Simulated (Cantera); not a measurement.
Input: 1 mol Si, 1.1 mol Cl2, 5.9 mol H2, equilibrated at 1100 K and 0.140 bar.

Cantera equilibrium calculation (NASA polynomials, part measured and part estimated; ideal gas, pure solids and liquids). Candidate condensed phases: Si; 19 gas species. The tables' values for SiCl3 are old estimates; treat these amounts as uncertain. Rates play no part.

Base state: H2 0.881, SiCl4 0.0560, HCl 0.0347, SiHCl3 0.0210, SiCl3 0.00334, SiCl2 0.00278, SiH2Cl2 0.000944, SiH3Cl 1.13e-5 (mole fractions); condensed: Si(s).

What changes in the equilibrium state with this change: H2 from 5.9 to 0.54 mol?


```tsv
species	before	after
H2	0.881	0.440
SiCl4	0.0560	0.427
SiHCl3	0.0210	0.0681
SiCl3	0.00334	0.0153
HCl	0.0347	0.0407
SiCl2	0.00278	0.00767
SiH3Cl	1.13e-5	6.59e-6
SiH2Cl2	0.000944	0.00130
Si(s), mol	0.455	0.433
```
